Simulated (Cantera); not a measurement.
A Cantera script and its output.

```python
import numpy as np
import cantera as ct

gas = ct.Solution("gri30.yaml")
gas.TPX = 2200, 1200, {'NO': 1, 'N2': 3}
reactor = ct.IdealGasConstPressureReactor(gas, energy="off", clone=False)
net = ct.ReactorNet([reactor])
net.rtol, net.atol = 1e-08, 1e-18
show = ['NO', 'O', 'NO2', 'O2', 'N2']
times = np.geomspace(1e-06, 9, 11)

steps = ct.SolutionArray(gas, extra=["t"])
rows = []
print(f"{'t/s':>10s}{'T/K':>9s}{'P/Pa':>11s}" + "".join(f"{s:>11s}" for s in show))
for t in times:
    while net.time < t:
        t_next = net.step()
        steps.append(gas.state, t=t_next)
    rows.append([np.interp(t, steps.t, y) for y in (steps.T, steps.P, *steps(*show).X.T)])
    print(f"{t:10.3e}{rows[-1][0]:9.1f}{rows[-1][1]:11.4g}" + "".join(f"{x:11.3e}" for x in rows[-1][2:]))
rate = np.gradient(steps.T, steps.t)
print("integrator steps:", len(steps.t))
if steps.T.max() > steps.T[0] + 200:
    print(f"time of steepest temperature rise: {steps.t[rate.argmax()]:.4e} s")
gas.TPX = 2200, 1200, {'NO': 1, 'N2': 3}
gas.equilibrate("TP")
print(f"equilibrium (TP): T = {gas.T:.1f} K  " + "  ".join(f"{s} {gas[s].X[0]:.3e}" for s in show))
```

Result:

```
       t/s      T/K       P/Pa         NO          O        NO2         O2         N2
 1.000e-06   2200.0       1200  2.500e-01  3.263e-09  3.616e-15  1.787e-14  7.500e-01
 4.959e-06   2200.0       1200  2.500e-01  1.618e-08  8.872e-14  4.390e-13  7.500e-01
 2.460e-05   2200.0       1200  2.500e-01  8.034e-08  2.171e-12  1.079e-11  7.500e-01
 1.220e-04   2200.0       1200  2.500e-01  4.003e-07  5.251e-11  2.673e-10  7.500e-01
 6.049e-04   2200.0       1200  2.500e-01  2.030e-06  1.173e-09  6.673e-09  7.500e-01
 3.000e-03   2200.0       1200  2.500e-01  1.108e-05  1.956e-08  1.754e-07  7.500e-01
 1.488e-02   2200.0       1200  2.499e-01  7.119e-05  1.930e-07  5.385e-06  7.500e-01
 7.379e-02   2200.0       1200  2.491e-01  4.292e-04  1.212e-06  1.709e-04  7.502e-01
 3.659e-01   2200.0       1200  2.400e-01  1.810e-03  4.763e-06  3.963e-03  7.542e-01
 1.815e+00   2200.0       1200  1.469e-01  5.328e-03  9.925e-06  4.853e-02  7.992e-01
 9.000e+00   2200.0       1200  1.259e-02  8.248e-03  1.303e-06  1.141e-01  8.651e-01
integrator steps: 823
equilibrium (TP): T = 2200.0 K  NO 9.849e-03  O 8.433e-03  NO2 1.016e-06  O2 1.153e-01  N2 8.664e-01
```

Model: GRI-Mech 3.0 (53 species, 325 reactions), integrated in Cantera. Radical loss at walls, strong at low pressure, is not modelled.
